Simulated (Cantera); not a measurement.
An adiabatic, constant-volume homogeneous reactor starts with CH4 : O2 : N2 = 1 : 1.05 : 3.96 (molar parts), equivalence ratio 1.9, at 1475 K and 10.0 bar. Integrator tolerance rtol = 1e-08.

Cantera simulation using GRI-Mech 3.0 (53 species, 325 reactions); the numbers are that mechanism's predictions, not measurements.

### Question
What does this change do: CH4 1 to 1.8 parts?

### Answer
```
quantity                                                              before                                      after
---------------------------------  -----------------------------------------  -----------------------------------------
time of steepest temperature rise                                   0.298 ms                                   0.417 ms
temperature at 0.200 s                                                2875 K                                     2072 K
equilibrium temperature                                               2875 K                                     2072 K
x(CH4) at 0.200 s                    1.19e-9 (gas-phase equilibrium 1.34e-9)    3.06e-6 (gas-phase equilibrium 3.38e-6)
x(O2) at 0.200 s                     3.43e-5 (gas-phase equilibrium 3.43e-5)  8.26e-11 (gas-phase equilibrium 8.27e-11)
x(CH2) at 0.200 s                  1.24e-10 (gas-phase equilibrium 1.36e-10)  8.14e-11 (gas-phase equilibrium 8.98e-11)
x(HO2) at 0.200 s                    1.23e-7 (gas-phase equilibrium 1.23e-7)      <1e-12 (gas-phase equilibrium <1e-12)
x(C2H6) at 0.200 s                     <1e-12 (gas-phase equilibrium <1e-12)      <1e-12 (gas-phase equilibrium <1e-12)
x(CH3) at 0.200 s                    1.15e-9 (gas-phase equilibrium 1.29e-9)    6.00e-8 (gas-phase equilibrium 6.61e-8)
```

### Question
What does this change do: N2 3.96 to 8.9 parts?

### Answer
| quantity | before | after |
|---|---|---|
| time of steepest temperature rise | 0.298 ms | 0.686 ms |
| temperature at 0.200 s | 2875 K | 2384 K |
| equilibrium temperature | 2875 K | 2384 K |
| x(CH4) at 0.200 s | 1.19e-9 (gas-phase equilibrium 1.34e-9) | 9.55e-10 (gas-phase equilibrium 1.07e-9) |
| x(O2) at 0.200 s | 3.43e-5 (gas-phase equilibrium 3.43e-5) | 5.46e-7 (gas-phase equilibrium 5.46e-7) |
| x(CH2) at 0.200 s | 1.24e-10 (gas-phase equilibrium 1.36e-10) | 3.99e-12 (gas-phase equilibrium 4.43e-12) |
| x(HO2) at 0.200 s | 1.23e-7 (gas-phase equilibrium 1.23e-7) | 1.24e-9 (gas-phase equilibrium 1.24e-9) |
| x(C2H6) at 0.200 s | <1e-12 (gas-phase equilibrium <1e-12) | <1e-12 (gas-phase equilibrium <1e-12) |
| x(CH3) at 0.200 s | 1.15e-9 (gas-phase equilibrium 1.29e-9) | 2.11e-10 (gas-phase equilibrium 2.36e-10) |
